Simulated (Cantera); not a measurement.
Input: 1 mol Si₃N₄, a varied amount of N₂O, 58 mol H₂, 0.0044 mol O₂, held at 973 K and 0.810 Pa.

Equilibrium computed with Cantera from the NASA thermochemical tables; the gas is ideal and each condensed phase is pure. Candidate condensed phases: H₂O, Si, SiO₂, Si₂N₂O, Si₃N₄; 35 gas species. Rates play no part.

x: gas mole fraction; n: condensed amount in mol.

| n(N₂O) (mol) | x H₂ | x N₂ | x H₂O | x H | x SiO | n Si₂N₂O(s) | n Si₃N₄(s) | n SiO₂(β-quartz) |
|---|---|---|---|---|---|---|---|---|
| 0.5 | 0.989 | 0.0114 | <1e-12 | 3.78e-7 | 8.58e-12 | 0.509 | 0.661 | 0 |
| 0.64 | 0.985 | [?] | <1e-12 | 3.77e-7 | [?] | [?] | [?] | 0 |
| 0.83 | 0.981 | [?] | <1e-12 | 3.76e-7 | [?] | [?] | [?] | 0 |
| 1.1 | 0.975 | 0.0247 | <1e-12 | 3.75e-7 | 6.63e-12 | 1.11 | 0.261 | 0 |
| 1.4 | 0.969 | 0.0312 | <1e-12 | 3.74e-7 | 6.14e-12 | 1.41 | 0.0608 | 0 |
| 1.8 | 0.960 | 0.0398 | 8.56e-7 | 3.72e-7 | 1.11e-8 | 1.40 | 0 | 0.206 |
| 2.3 | 0.950 | 0.0503 | 9.15e-7 | 3.70e-7 | 1.03e-8 | 1.23 | 0 | 0.539 |

Complete the blanks.


- 0.83, x N₂: 0.0188
- 0.83, x SiO: 7.27e-12
- 0.83, n Si₂N₂O(s): 0.839
- 0.83, n Si₃N₄(s): 0.441
- 0.64, x N₂: 0.0145
- 0.64, x SiO: 7.91e-12
- 0.64, n Si₂N₂O(s): 0.649
- 0.64, n Si₃N₄(s): 0.567
